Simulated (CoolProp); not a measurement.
Vapour-liquid equilibrium of propane (1) + n-pentane (2) at 0.0593 bar; x and y are mole fractions of (1).

The numbers come from the multi-fluid Helmholtz-energy mixture model, Lemmon 2009 and Thol 2019; pair parameters Kunz 2012 in CoolProp.

Problem. Give the bubble temperature and the first vapour's composition at x = 0.05, 0.35, 0.8. Is there an azeotrope?

Solution. x = 0.05: -51.7 °C, y = 0.807; x = 0.35: -79.4 °C, y = 0.987; x = 0.8: -88.4 °C, y = 0.998. No azeotrope shows between x = 0.05 and 0.95.

Pair parameters are fitted to limited data, so mixtures are less certain than the pure fluids.
